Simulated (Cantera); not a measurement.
Mixture: 4.07 % CH₄, 16.3 % O₂, 79.7 % N₂, equivalence ratio 0.50, at 5.00 bar, adiabatic and at constant pressure. Ignition delay is the time to a rise of 400 K.

Detailed kinetics in Cantera: GRI-Mech 3.0 (53 species, 325 reactions).

Problem. Predict: delay at 1200 K; delay at 1350 K; delay at 1500 K; delay at 1650 K; apparent activation energy between 1575 and 1725 K.

Solution. 
```json
{
 "delay at 1200 K": "9.08 ms",
 "delay at 1350 K": "1.51 ms",
 "delay at 1500 K": "0.323 ms",
 "delay at 1650 K": "88.9 µs",
 "apparent activation energy between 1575 and 1725 K": "170 kJ/mol"
}
```
